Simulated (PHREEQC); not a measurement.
PHREEQC input (ion-association model, wateq4f.dat):

```
SOLUTION_MASTER_SPECIES
  An  An-  0  An  62.0  # stands for a non-complexing anion
SOLUTION_SPECIES
  An- = An-
    -log_k 0
    -gamma 3.0 0
PHASES
  Fix_H+
    H+ = H+
    -log_k 0
SOLUTION 1
  temp 25
  units mmol/kgw
  pH 7 charge
  S(6) 0.0025
  Na 100.005
  An 100
END
SELECTED_OUTPUT 1
  -reset false
  -pH true
  -pe true
  -ionic_strength true
  -water true
  -totals Na S S(-2) S(6)
  -molalities Hfo_wOH Hfo_wOH2+ Hfo_wO- Hfo_sOH Hfo_sOH2+ Hfo_sO- Hfo_wSO4- Hfo_wOHSO4-2
  -saturation_indices Mirabilite
USER_PUNCH 1
  -headings sigma psi
  10 PUNCH EDL("sigma", "Hfo"), EDL("psi", "Hfo")
PRINT
  -reset false
USE solution 1
SURFACE 1
  Hfo_wOH 5.39326e-05 600 0.024
  Hfo_sOH 1.34831e-06
EQUILIBRIUM_PHASES 1
  Fix_H+ -3 HAn 10
    -force_equality true
  O2(g) -0.68 10
END
# ... the last block is repeated for the other 12 points of pH, with NaOH or the acid as the point needs
```

Selected output (columns that matter, 13 of 13 rows; pH added in front):

```
pH	mu	Na	S	m_Hfo_wOH	m_Hfo_wOH2+	m_Hfo_wO-	m_Hfo_sOH	m_Hfo_sOH2+	m_Hfo_sO-	m_Hfo_wSO4-	m_Hfo_wOHSO4-2	si_Mirabilite	sigma	psi
3	0.10124	0.1	4.0097e-07	8.5245e-07	5.0981e-05	3.2654e-10	2.2174e-08	1.3261e-06	8.494e-12	2.0315e-06	6.7543e-08	-8.0323	0.33599	0.14867
3.67	0.10029	0.1	4.446e-07	3.4205e-06	4.8451e-05	5.5319e-09	8.8901e-08	1.2593e-06	1.4378e-10	1.8024e-06	2.5302e-07	-7.9724	0.3176	0.14604
4.33	0.10008	0.1	6.5124e-07	1.0003e-05	4.2026e-05	5.4546e-08	2.5896e-07	1.0879e-06	1.4121e-09	1.2548e-06	5.9392e-07	-7.8034	0.27216	0.13823
5	0.10003	0.1	1.2031e-06	2.0307e-05	3.2034e-05	2.9489e-07	5.2017e-07	8.2059e-07	7.5538e-09	5.7374e-07	7.232e-07	-7.5361	0.20459	0.12376
5.67	0.10002	0.1	1.9725e-06	3.0436e-05	2.2005e-05	9.6437e-07	7.684e-07	5.5556e-07	2.4347e-08	1.4066e-07	3.8686e-07	-7.3212	0.13842	0.10417
6.33	0.10001	0.1	2.3916e-06	3.6991e-05	1.4701e-05	2.1324e-06	9.2664e-07	3.6825e-07	5.3417e-08	1.8052e-08	9.0323e-08	-7.2375	0.084997	0.080497
7	0.10001	0.10001	2.4871e-06	4.0124e-05	1.0169e-05	3.627e-06	1.0033e-06	2.5428e-07	9.0696e-08	1.4595e-09	1.1452e-08	-7.2205	0.044768	0.052421
7.67	0.10001	0.10001	2.4989e-06	4.1237e-05	7.5006e-06	5.1937e-06	1.0309e-06	1.8752e-07	1.2985e-07	9.5983e-11	1.0493e-09	-7.2184	0.01583	0.021307
8.33	0.10001	0.10001	2.4999e-06	4.1361e-05	5.7197e-06	6.8519e-06	1.034e-06	1.4299e-07	1.713e-07	6.0632e-12	8.7185e-11	-7.2182	-0.0077779	-0.010694
9	0.10002	0.10002	2.5e-06	4.0652e-05	4.1433e-06	9.1373e-06	1.0163e-06	1.0358e-07	2.2843e-07	3.6957e-13	7.2103e-12	-7.2181	-0.034301	-0.04249
9.67	0.10007	0.10008	2.5e-06	3.8419e-05	2.6233e-06	1.289e-05	9.6048e-07	6.5582e-08	3.2225e-07	2.3825e-14	6.9384e-13	-7.2178	-0.070516	-0.071833
10.33	0.1003	0.1003	2.5e-06	3.3586e-05	1.3611e-06	1.8985e-05	8.3965e-07	3.4028e-08	4.7463e-07	1.678e-15	8.233e-14	-7.2164	-0.12105	-0.097474
11	0.10133	0.10134	2.5e-06	2.5254e-05	5.1882e-07	2.816e-05	6.3134e-07	1.297e-08	7.04e-07	1.1326e-16	1.0962e-14	-7.2102	-0.18985	-0.11965
```

The oxide is taken as insoluble; below pH 4 it would dissolve.
